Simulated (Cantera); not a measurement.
An adiabatic, constant-volume homogeneous reactor starts with C3H8 : O2 : N2 : H2O = 1 : 3.85 : 14.5 : 0.39 (molar parts), at 1623 K and 10.0 bar. Integrator tolerance rtol = 1e-08.

Cantera simulation using GRI-Mech 3.0 (53 species, 325 reactions); the numbers are that mechanism's predictions, not measurements. GRI-Mech 3.0 was tuned for natural gas; its chemistry of propane as a main component is partial and can be far from experiment. Above 3000 K some thermodynamic fits are extrapolated.

What does this change do: constant pressure in place of constant volume?


| quantity | before | after |
|---|---|---|
| time of steepest temperature rise | 6.17 µs | 7.13 µs |
| temperature at 0.200 s | 3214 K | 2976 K |
| equilibrium temperature | 3214 K | 2976 K |
| x(C3H8) at 0.200 s | <1e-12 (gas-phase equilibrium <1e-12) | <1e-12 (gas-phase equilibrium <1e-12) |
| x(O2) at 0.200 s | 0.00503 (gas-phase equilibrium 0.00503) | 0.00333 (gas-phase equilibrium 0.00333) |
| x(H2O) at 0.200 s | 0.143 (gas-phase equilibrium 0.143) | 0.152 (gas-phase equilibrium 0.152) |
| x(CO) at 0.200 s | 0.0895 (gas-phase equilibrium 0.0895) | 0.0843 (gas-phase equilibrium 0.0843) |
| x(NO) at 0.200 s | 0.00851 (gas-phase equilibrium 0.00851) | 0.00531 (gas-phase equilibrium 0.00531) |
| x(NO2) at 0.200 s | 3.14e-6 (gas-phase equilibrium 3.14e-6) | 1.24e-6 (gas-phase equilibrium 1.24e-6) |
| x(CH4) at 0.200 s | 5.52e-12 (gas-phase equilibrium 6.62e-12) | 1.39e-12 (gas-phase equilibrium 1.66e-12) |

What does this change do: initial temperature 1623 to 1425 K?


```csv
quantity,before,after
time of steepest temperature rise,6.17 µs,46.4 µs
temperature at 0.200 s,3214 K,3137 K
equilibrium temperature,3214 K,3137 K
x(C3H8) at 0.200 s,<1e-12 (gas-phase equilibrium <1e-12),<1e-12 (gas-phase equilibrium <1e-12)
x(O2) at 0.200 s,0.00503 (gas-phase equilibrium 0.00503),0.00359 (gas-phase equilibrium 0.00359)
x(H2O) at 0.200 s,0.143 (gas-phase equilibrium 0.143),0.150 (gas-phase equilibrium 0.150)
x(CO) at 0.200 s,0.0895 (gas-phase equilibrium 0.0895),0.0863 (gas-phase equilibrium 0.0863)
x(NO) at 0.200 s,0.00851 (gas-phase equilibrium 0.00851),0.00665 (gas-phase equilibrium 0.00665)
x(NO2) at 0.200 s,3.14e-6 (gas-phase equilibrium 3.14e-6),2.28e-6 (gas-phase equilibrium 2.28e-6)
x(CH4) at 0.200 s,5.52e-12 (gas-phase equilibrium 6.62e-12),6.20e-12 (gas-phase equilibrium 7.36e-12)
```
